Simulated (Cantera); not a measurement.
Charge: 1 mol AlN, 12 mol HCl, 48 mol H2, equilibrated at 1650 °C and 10000 Pa.

Cantera equilibrium calculation (NASA polynomials, part measured and part estimated; ideal gas, pure solids and liquids). Candidate condensed phases: Al, AlCl3, AlN, NH4Cl; 20 gas species. The tables' values for AlCl2 are old estimates; treat these amounts as uncertain. Kinetics and transport are ignored.

Base state: H2 0.801, HCl 0.171, AlCl 0.0101, N2 0.00822, AlCl2 0.00353, AlCl3 0.00284, H 0.00267, Cl 0.000429 (mole fractions); condensed: gas only.

Q: What changes in the equilibrium state with this change: AlN replaced by Si3N4?

A: 
```
species      before     after
----------  -------  --------
H2            0.801     0.813
HCl           0.171     0.111
SiCl2             0    0.0400
N2          0.00822    0.0322
AlCl         0.0101         0
AlCl2       0.00353         0
AlCl3       0.00284         0
SiCl3             0  0.000475
SiCl              0  0.000290
Si                0  0.000170
Si(l), mol        0     0.450
```
The tables' values for SiCl3, SiCl are old estimates; treat these amounts as uncertain. Gases not in the tables: Si2H6 and higher silanes. Further candidate phases: Si, Si3N4.
